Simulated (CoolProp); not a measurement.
Vapour-liquid equilibrium of hydrogen sulfide (1) + benzene (2) at 62.85 °C; x and y are mole fractions of (1).

Model: multi-fluid Helmholtz-energy mixture model, Lemmon 2006 and Thol 2012; pair parameters Bell 2016, in CoolProp.

```
x      bubble pressure (MPa)  y at the bubble point  dew pressure at overall composition x (MPa)  liquid density (mol/L)
-----  ---------------------  ---------------------  -------------------------------------------  ----------------------
0.05                  0.2361                    [?]                                      0.06080                   10.97
0.125                 0.5023                  0.888                                      0.06604                   11.48
0.2                   0.7711                  0.928                                      0.07226                     [?]
0.275                  1.047                  0.949                                      0.07976                   12.59
0.35                   1.332                  0.961                                      0.08896                   13.21
0.425                  1.631                  0.970                                       0.1006                   13.87
0.5                    1.945                  0.976                                       0.1156                   14.58
0.575                  2.275                  0.981                                       0.1359                   15.33
0.65                   2.625                  0.985                                       0.1648                   16.13
0.725                  2.994                  0.988                                       0.2092                     [?]
0.8                    3.385                  0.991                                       0.2864                   17.81
0.875                  3.804                    [?]                                       0.4532                   18.62
0.95                   4.261                  0.997                                        1.071                   19.27
```

Question: Some entries are withheld; supply them.

Answer: 
- 0.05, y at the bubble point: 0.757
- 0.2, liquid density (mol/L): 12.01
- 0.725, liquid density (mol/L): 16.97
- 0.875, y at the bubble point: 0.994

No azeotrope shows between x = 0.05 and 0.95.

The pair parameters rest on a limited set of measurements; away from them the model extrapolates.
